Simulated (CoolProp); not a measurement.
The numbers come from the reference Helmholtz-energy equation of state, Thol 2022 in CoolProp.

Question: For vinyl chloride, give the phase and the density (kg/m³), cp (kJ/(kg K)), Joule-Thomson coefficient (K/MPa), isothermal compressibility (1/MPa) at 430 K and 1230 kPa.

Answer: 
- 430 K and 1230 kPa: gas; density 23.2, cp 1.16, Joule-Thomson coefficient 10.3, isothermal compressibility 0.881
